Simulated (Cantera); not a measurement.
**Ignition delay**

Mixture: CH₄ : C₂H₆ : C₃H₈ : O₂ : N₂ = 1 : 0.03 : 0.031 : 1.41 : 5.31 (molar parts), equivalence ratio 1.6, at 4.20 bar, adiabatic and at constant volume. Ignition delay is the time to a rise of 400 K.

Detailed kinetics in Cantera: GRI-Mech 3.0 (53 species, 325 reactions).

| T0 (K) | delay (ms) |
|---|---|
| 1048 | 42.3 |
| 1148 | 10.9 |
| 1248 | 2.71 |
| 1348 | 0.715 |
| 1448 | 0.218 |
| 1548 | 0.0791 |
| 1648 | 0.0337 |

apparent activation energy between 1448 and 1648 K: 190 kJ/mol
